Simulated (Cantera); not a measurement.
Charge: 1 mol FeCl₂, 0.41 mol H₂, equilibrated at 675 K and 1.00 Torr.

Method: chemical equilibrium by Gibbs-energy minimisation in Cantera with the NASA 1993 tables (ideal gas, pure condensed phases). Candidate condensed phases: Fe, FeCl₂, FeCl₃; 11 gas species. Rates play no part.

Base state: H₂ 0.858, HCl 0.142, FeCl₂ 0.000340 (mole fractions); condensed: Fe(α) + FeCl₂(s).

Problem. What changes in the equilibrium state with this change: 0.0039 mol O₂ added?

Solution. 
| species | before | after |
|---|---|---|
| H₂ | 0.858 | 0.841 |
| HCl | 0.142 | 0.141 |
| H₂O | 0 | 0.0177 |
| FeCl₂ | 0.000340 | 0.000340 |
| Fe(α), mol | 0.0313 | 0.0310 |
| FeCl₂(s), mol | 0.969 | 0.969 |
Condensed phases not in the tables: FeOCl. Further candidate phases: FeO, Fe(OH)₂, Fe(OH)₃, Fe₂O₃, Fe₃O₄, H₂O.
